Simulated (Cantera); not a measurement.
Charge: 1 mol NiS, 980 mol H2, equilibrated at 3.80 mbar.

Method: chemical equilibrium by Gibbs-energy minimisation in Cantera with the NASA 1993 tables (ideal gas, pure condensed phases). Candidate condensed phases: Ni, NiS, NiS2, Ni3S2, Ni3S4, S; 9 gas species. Rates play no part.

### Question
What share of the Ni ends up in condensed phases as a function of T (K), at 675, 875, 1075, 1275, 1475, 1675, 1875, 2075?

### Answer
```csv
T (K),Ni condensed (%),as
675,100.0,Ni3S2(s)
875,100.0,Ni(s)
1075,100.0,Ni(s)
1275,100.0,Ni(s)
1475,99.2,Ni(s)
1675,54.1,Ni(s)
1875,0.0,-
2075,0.0,-
```
